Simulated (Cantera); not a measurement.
A freely propagating, adiabatic, planar premixed flame of H2 : O2 : N2 = 1 : 0.735 : 2.76 (molar parts), unburnt at 575 K and 1.01 bar; mixture-averaged transport, grid criteria slope 0.08 and curve 0.16, no radiation.

Computed with Cantera and the H2/O2 subset of GRI-Mech 3.0, which has no nitrogen chemistry. Burning velocities carry a grid error of a few per cent, more on coarse grids. Lean hydrogen flames are cellular in practice and burn faster than this planar one.

### Question
How do the results move with these cheaper or finer settings: unity-Lewis-number transport; multicomponent transport; multicomponent+Soret transport; grid criteria slope 0.5, curve 1; grid criteria slope 0.25, curve 0.5; grid criteria slope 0.03, curve 0.06?

### Answer
```json
[
 {"setting": "as above", "laminar burning velocity": "468 cm/s", "thermal thickness": "0.423 mm", "peak x(HO2)": "0.000318", "peak x(O)": "0.0129", "grid points": "116"},
 {"setting": "unity-Lewis-number transport", "laminar burning velocity": "355 cm/s", "thermal thickness": "0.309 mm", "peak x(HO2)": "0.000248", "peak x(O)": "0.0145", "grid points": "110"},
 {"setting": "multicomponent transport", "laminar burning velocity": "461 cm/s", "thermal thickness": "0.419 mm", "peak x(HO2)": "0.000320", "peak x(O)": "0.0129", "grid points": "116"},
 {"setting": "multicomponent+Soret transport", "laminar burning velocity": "430 cm/s", "thermal thickness": "0.415 mm", "peak x(HO2)": "0.000318", "peak x(O)": "0.0126", "grid points": "116"},
 {"setting": "grid criteria slope 0.5, curve 1", "laminar burning velocity": "561 cm/s", "thermal thickness": "0.509 mm", "peak x(HO2)": "0.000311", "peak x(O)": "0.0132", "grid points": "40"},
 {"setting": "grid criteria slope 0.25, curve 0.5", "laminar burning velocity": "507 cm/s", "thermal thickness": "0.460 mm", "peak x(HO2)": "0.000316", "peak x(O)": "0.0131", "grid points": "55"},
 {"setting": "grid criteria slope 0.03, curve 0.06", "laminar burning velocity": "459 cm/s", "thermal thickness": "0.416 mm", "peak x(HO2)": "0.000322", "peak x(O)": "0.0128", "grid points": "257"}
]
```
Unity Lewis numbers drop preferential diffusion, which matters most where H2 and H carry the flame; Soret adds thermal diffusion.
